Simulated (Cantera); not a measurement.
**Premixed flame**

A freely propagating, adiabatic, planar premixed flame of H2 : O2 : N2 = 1 : 0.417 : 1.58 (molar parts), unburnt at 400 K and 0.260 bar; mixture-averaged transport, grid criteria slope 0.08 and curve 0.16, no radiation.

Model: the H2/O2 subset of GRI-Mech 3.0, which has no nitrogen chemistry, integrated in Cantera. Burning velocities carry a grid error of a few per cent, more on coarse grids.

```tsv
z (mm)	T (K)	u (m/s)	x H2	x O2	x OH	x O	x H2O2	x H2O
-7.08	400	3.70	0.334	0.139	<1e-8	<1e-8	<1e-8	<1e-8
-4.72	400	3.70	0.334	0.139	<1e-8	<1e-8	<1e-8	<1e-8
-3.54	400	3.70	0.334	0.139	<1e-8	<1e-8	<1e-8	<1e-8
-2.36	400	3.70	0.334	0.139	<1e-8	<1e-8	<1e-8	<1e-8
-1.18	403	3.72	0.332	0.139	4.41e-6	6.81e-7	1.15e-6	5.73e-5
-0.590	606	5.48	0.304	0.135	0.000760	0.000126	2.74e-5	0.0146
0	1087	9.48	0.183	0.0943	0.00241	0.00496	1.16e-6	0.107
0.590	1396	12.0	0.0795	0.0306	0.00717	0.0103	1.22e-6	0.222
1.18	1525	13.0	0.0667	0.0188	0.00952	0.0103	9.18e-7	0.244
2.36	1664	14.1	0.0688	0.0155	0.0117	0.00934	5.46e-7	0.252
4.72	1815	15.2	0.0710	0.0126	0.0134	0.00775	2.83e-7	0.261
9.44	1966	16.3	0.0713	0.00961	0.0141	0.00580	1.49e-7	0.272
18.9	2107	17.3	0.0700	0.00668	0.0136	0.00385	8.53e-8	0.283
```
x: mole fraction of selected species; z is measured from the peak of heat release.

```
Property                     Value
------------------------  --------
laminar burning velocity  370 cm/s
thermal thickness          2.36 mm
peak x(OH)                  0.0141
peak x(O)                   0.0104
peak x(H2O2)               2.99e-5
grid points                    141
```
